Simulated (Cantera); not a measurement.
Input (Python, Cantera):

```python
import numpy as np
import cantera as ct

gas = ct.Solution("gri30.yaml")
gas.TPX = 1275, 1333, {'N2O': 1, 'O2': 3.2}
reactor = ct.IdealGasConstPressureReactor(gas, energy="off", clone=False)
net = ct.ReactorNet([reactor])
net.rtol, net.atol = 1e-08, 1e-18
show = ['N2O', 'O2', 'O', 'N2', 'NO', 'NO2']
times = np.geomspace(0.0005, 100, 13)

steps = ct.SolutionArray(gas, extra=["t"])
rows = []
print(f"{'t/s':>10s}{'T/K':>9s}{'P/Pa':>11s}" + "".join(f"{s:>11s}" for s in show))
for t in times:
    while net.time < t:
        t_next = net.step()
        steps.append(gas.state, t=t_next)
    rows.append([np.interp(t, steps.t, y) for y in (steps.T, steps.P, *steps(*show).X.T)])
    print(f"{t:10.3e}{rows[-1][0]:9.1f}{rows[-1][1]:11.4g}" + "".join(f"{x:11.3e}" for x in rows[-1][2:]))
rate = np.gradient(steps.T, steps.t)
print("integrator steps:", len(steps.t))
if steps.T.max() > steps.T[0] + 200:
    print(f"time of steepest temperature rise: {steps.t[rate.argmax()]:.4e} s")
gas.TPX = 1275, 1333, {'N2O': 1, 'O2': 3.2}
gas.equilibrate("TP")
print(f"equilibrium (TP): T = {gas.T:.1f} K  " + "  ".join(f"{s} {gas[s].X[0]:.3e}" for s in show))
```

Result:

```
       t/s      T/K       P/Pa        N2O         O2          O         N2         NO        NO2
 5.000e-04   1275.0       1333  2.381e-01  7.619e-01  1.579e-06  2.110e-06  7.818e-08  1.744e-14
 1.383e-03   1275.0       1333  2.381e-01  7.619e-01  3.337e-06  6.722e-06  4.983e-07  3.450e-13
 3.824e-03   1275.0       1333  2.381e-01  7.619e-01  5.066e-06  2.218e-05  2.519e-06  5.739e-12
 1.057e-02   1275.0       1333  2.380e-01  7.619e-01  5.466e-06  6.870e-05  9.308e-06  6.818e-11
 2.924e-02   1275.0       1333  2.379e-01  7.619e-01  5.470e-06  1.982e-04  2.837e-05  6.119e-10
 8.086e-02   1275.0       1333  2.374e-01  7.619e-01  5.470e-06  5.560e-04  8.103e-05  4.749e-09
 2.236e-01   1275.0       1333  2.362e-01  7.620e-01  5.470e-06  1.542e-03  2.261e-04  3.251e-08
 6.184e-01   1275.0       1333  2.330e-01  7.621e-01  5.470e-06  4.239e-03  6.229e-04  1.813e-07
 1.710e+00   1275.0       1333  2.243e-01  7.625e-01  5.469e-06  1.149e-02  1.689e-03  7.313e-07
 4.729e+00   1275.0       1333  2.020e-01  7.635e-01  5.465e-06  3.002e-02  4.415e-03  2.212e-06
 1.308e+01   1275.0       1333  1.521e-01  7.658e-01  5.453e-06  7.161e-02  1.053e-02  5.555e-06
 3.616e+01   1275.0       1333  7.123e-02  7.695e-01  5.398e-06  1.389e-01  2.039e-02  1.106e-05
 1.000e+02   1275.0       1333  9.856e-03  7.723e-01  4.833e-06  1.901e-01  2.775e-02  1.649e-05
integrator steps: 595
equilibrium (TP): T = 1275.0 K  N2O 1.365e-09  O2 7.871e-01  O 8.637e-07  N2 2.126e-01  NO 3.390e-04  NO2 9.092e-07
```

Computed with Cantera and GRI-Mech 3.0 (53 species, 325 reactions). GRI-Mech 3.0 was tuned for natural gas; its chemistry of N2O as a main component is partial and can be far from experiment. Radical loss at walls, strong at low pressure, is not modelled. The mechanism lacks the step 2 NO + O2 → 2 NO2, which can matter for NO2 below about 1400 K. The temperature is held fixed by assumption; the heat of reaction is taken as removed at once.
